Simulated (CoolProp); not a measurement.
Carbonyl sulfide at 293.15 K and 0.697 MPa is throttled through a valve to 0.395 MPa with no heat exchange. Each further row changes one setting.

Values from CoolProp's reference Helmholtz-energy equation of state, Lemmon 2006. It is a short technical equation, of lower accuracy than the large ones.

| case | temperature change (K) | final density (kg/m³) |
|---|---|---|
| as stated | -6.8 | 10.5 |
| outlet pressure 0.118 MPa | -13.3 | [?] |
| outlet pressure 0.514 MPa | [?] | [?] |

**Question.** Some entries are withheld; supply them.

**Answer.** 
- outlet pressure 0.118 MPa, final density (kg/m³): 3.10
- outlet pressure 0.514 MPa, temperature change (K): -4.1
- outlet pressure 0.514 MPa, final density (kg/m³): 13.8
